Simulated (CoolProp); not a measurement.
Vapour-liquid equilibrium of R22 (1) + methanol (2) at 128 kPa; x and y are mole fractions of (1).

The numbers come from the multi-fluid Helmholtz-energy mixture model, Kamei 1995 and de Reuck 1993; pair parameters Bell 2016 in CoolProp.

Problem. Give the bubble temperature and the first vapour's composition at x = 0.25, 0.85, 0.95. Is there an azeotrope?

Solution. x = 0.25: -11.0 °C, y = 0.987; x = 0.85: -32.5 °C, y = 0.999; x = 0.95: -34.6 °C, y = 1.000. No azeotrope shows between x = 0.05 and 0.95.

The pair parameters rest on a limited set of measurements; away from them the model extrapolates. With so large a gap from Raoult's law the liquid may split in two, which this calculation doesn't test in full.
